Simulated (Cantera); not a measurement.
Charge: 1 mol C₂H₄, 0.033 mol CO₂, 0.5 mol N₂, 0.43 mol O₂, at 2002 °C and 15.0 mbar.

Method: chemical equilibrium by Gibbs-energy minimisation in Cantera with the NASA 1993 tables (ideal gas, pure condensed phases). Candidate condensed phases: C, C₆H₆, C₇H₈, C₈H₁₈, H₂O; 136 gas species. Rates play no part.

Problem. What is the equilibrium state?

Solution. 
```json
{
 "x(H₂)": "0.536",
 "x(CO)": "0.263",
 "x(N₂)": "0.137",
 "x(H)": "0.0507",
 "x(HCN)": "0.0103",
 "x(C₂H₂ (acetylene))": "0.00204",
 "x(HNC)": "0.000908",
 "x(CN)": "3.98e-5",
 "x(C₂H)": "8.19e-6",
 "n(C(graphite))": "1.05 mol",
 "gas_amount": "3.515 mol"
}
```
